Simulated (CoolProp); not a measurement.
Vapour-liquid equilibrium of methanol (1) + hexamethyldisiloxane (MM) (2) at 158 kPa; x and y are mole fractions of (1).

The numbers come from the multi-fluid Helmholtz-energy mixture model, de Reuck 1993 and Thol 2016; pair parameters Bell 2016 in CoolProp.

```csv
x,"bubble temperature, mixture model (°C)","bubble temperature, Raoult's law (°C)","y, mixture model","y, Raoult's law"
0.05,107.6,111.9,0.234,0.161
0.2,90.5,101.6,0.587,0.471
0.35,82.6,94.3,0.717,0.653
0.5,79.2,88.7,0.774,0.775
0.65,77.6,84.2,0.810,0.864
0.8,76.6,80.4,0.854,0.931
0.95,76.2,77.2,0.950,0.985
```

The largest gap from Raoult's law is -11.7 K in bubble temperature, at x = 0.35. No azeotrope shows between x = 0.05 and 0.95.

The pair parameters rest on a limited set of measurements; away from them the model extrapolates.
